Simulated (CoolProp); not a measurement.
Model: reference Helmholtz-energy equation of state, Gao 2016, in CoolProp.

Give the vapour pressure (MPa), liquid density (kg/m³), vapour density (kg/m³), enthalpy of vaporisation (kJ/kg) of saturated sulfur dioxide at 324.6, 353.1 K.


```
T (K)  p (MPa)  liquid density (kg/m³)  vapour density (kg/m³)  enthalpy of vaporisation (kJ/kg)
-----  -------  ----------------------  ----------------------  --------------------------------
324.6    0.876                    1290                    23.6                               327
353.1     1.80                    1190                    48.4                               290
```
